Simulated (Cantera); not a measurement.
Input: 1 mol SiC, 0.017 mol C, 0.23 mol N₂, at 0.133 bar.

These are equilibrium values from Cantera (NASA tables, ideal gas, pure condensed phases), not measurements of a reactor. Candidate condensed phases: C, Si, SiC, Si₃N₄; 32 gas species. Ions and electrons are included (thermal ionisation). The tables' values for SiN are old estimates; treat these amounts as uncertain. The numbers say what is thermodynamically allowed, not how fast it happens.

At 5000 K, list the 4 most abundant gas species with their mole fractions, and the condensed phases.

Si 0.446, C 0.397, N₂ 0.0766, CN 0.0292. Condensed: gas only.
